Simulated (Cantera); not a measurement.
## Moist CO burnout

An isothermal, constant-pressure homogeneous reactor starts with 2.20 % CO, 0.707 % O₂, 1.62 % H₂O, 95.5 % N₂, equivalence ratio 1.6, at 1125 K and 190000 Pa.

Detailed kinetics in Cantera: GRI-Mech 3.0 (53 species, 325 reactions).

| t (s) | x CO | x O₂ | x H₂O | x N₂O | x HO₂ |
|---|---|---|---|---|---|
| 3.00e-6 | 0.0220 | 0.00707 | 0.0162 | <1e-12 | <1e-12 |
| 8.46e-6 | 0.0220 | 0.00707 | 0.0162 | <1e-12 | <1e-12 |
| 2.38e-5 | 0.0220 | 0.00707 | 0.0162 | <1e-12 | <1e-12 |
| 6.72e-5 | 0.0220 | 0.00707 | 0.0162 | <1e-12 | 1.02e-11 |
| 0.000189 | 0.0220 | 0.00707 | 0.0162 | <1e-12 | 1.72e-10 |
| 0.000534 | 0.0220 | 0.00707 | 0.0162 | <1e-12 | 2.46e-9 |
| 0.00151 | 0.0220 | 0.00706 | 0.0162 | 2.26e-11 | 8.99e-8 |
| 0.00424 | 0.0209 | 0.00654 | 0.0161 | 4.25e-8 | 5.35e-6 |
| 0.0120 | 0.00725 | 0.000198 | 0.0153 | 1.06e-7 | 2.18e-7 |
| 0.0337 | 0.00580 | 5.96e-7 | 0.0143 | 8.28e-9 | 6.62e-10 |
| 0.0950 | 0.00550 | 2.77e-8 | 0.0140 | 2.36e-9 | 3.02e-11 |
| 0.268 | 0.00533 | 2.23e-9 | 0.0138 | 1.64e-9 | 2.27e-12 |
| 0.755 | 0.00521 | 2.33e-10 | 0.0137 | 2.28e-9 | <1e-12 |
| 2.13 | 0.00513 | 2.81e-11 | 0.0136 | 2.57e-9 | <1e-12 |
| 6.00 | 0.00506 | 3.13e-12 | 0.0135 | 1.61e-9 | <1e-12 |
x: mole fraction; the columns are a selection and need not sum to one.

Equilibrium at this temperature and pressure: CO 0.00468, O₂ <1e-12, H₂O 0.0131, N₂O <1e-12, HO₂ <1e-12 (gas phase only).
